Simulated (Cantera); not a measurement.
Feed: 1 mol Si, 0.001 mol O2, 28 mol N2, at 1925 K and 370000 Pa.

Method: chemical equilibrium by Gibbs-energy minimisation in Cantera with the NASA 1993 tables (ideal gas, pure condensed phases). Candidate condensed phases: Si, SiO2, Si2N2O, Si3N4; 16 gas species. Kinetics and transport are ignored.

Base state: N2 1.000, SiO 7.32e-5 (mole fractions); condensed: Si3N4(s).

Problem. What changes in the equilibrium state with this change: temperature from 1925 K to 1048 K?

Solution. 
```json
[
 {"species": "N2", "before": "1.000", "after": "1.00"},
 {"species": "SiO", "before": "7.32e-5", "after": "<1e-9"},
 {"species": "Si3N4(s), mol", "before": "0.333", "after": "0.332"},
 {"species": "Si2N2O(s), mol", "before": "0", "after": "0.00200"}
]
```
N2 is the only nitrogen source here; it is nearly inert below about 1500 K, so the nitride shown seldom forms there in practice. Mutual solubility and eutectic melting of coexisting phases are not modelled.
